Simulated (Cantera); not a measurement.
Input: 1 mol C2F6, 1.2 mol H2, at 1727 °C and 13.3 mbar.

Equilibrium computed with Cantera from the NASA thermochemical tables; the gas is ideal and each condensed phase is pure. Candidate condensed phases: C, C6H6, C7H8, C8H18; 95 gas species. The feed counts by its element totals alone. Gases not in the tables: C2F6 and larger saturated fluorocarbons. Kinetics and transport are ignored.

Base state: HF 0.699, CF4 0.232, CF2 0.0465, F 0.0200, CF3 0.00285, CF 9.27e-5 (mole fractions); condensed: C(graphite).

What changes in the equilibrium state with this change: H2 from 1.2 to 0.14 mol?


| species | before | after |
|---|---|---|
| CF4 | 0.232 | 0.731 |
| HF | 0.699 | 0.153 |
| CF2 | 0.0465 | 0.0825 |
| F | 0.0200 | 0.0266 |
| CF3 | 0.00285 | 0.00675 |
| CF | 9.27e-5 | 0.000124 |
| C(graphite), mol | 1.03 | 0.504 |
